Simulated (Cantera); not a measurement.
An adiabatic, constant-pressure homogeneous reactor starts with 3.38 % C3H8, 12.1 % O2, 84.5 % N2, equivalence ratio 1.4, at 1775 K and 760 Torr.

Computed with Cantera and GRI-Mech 3.0 (53 species, 325 reactions). GRI-Mech 3.0 was tuned for natural gas; its chemistry of propane as a main component is partial and can be far from experiment.

Q: Predict: time of steepest temperature rise; temperature at 0.700 s; equilibrium temperature; x(O2) at 0.700 s; x(H2) at 0.700 s; x(H2O2) at 0.700 s; x(HCN) at 0.700 s; x(H2O) at 0.700 s; x(CO2) at 0.700 s.

A: 
| Quantity | Result |
|---|---|
| time of steepest temperature rise | 21.4 µs |
| temperature at 0.700 s | 2664 K |
| equilibrium temperature | 2664 K |
| x(O2) at 0.700 s | 0.00137 (gas-phase equilibrium 0.00137) |
| x(H2) at 0.700 s | 0.0294 (gas-phase equilibrium 0.0294) |
| x(H2O2) at 0.700 s | 3.17e-8 (gas-phase equilibrium 3.17e-8) |
| x(HCN) at 0.700 s | 6.86e-9 (gas-phase equilibrium 6.86e-9) |
| x(H2O) at 0.700 s | 0.0869 (gas-phase equilibrium 0.0869) |
| x(CO2) at 0.700 s | 0.0286 (gas-phase equilibrium 0.0286) |
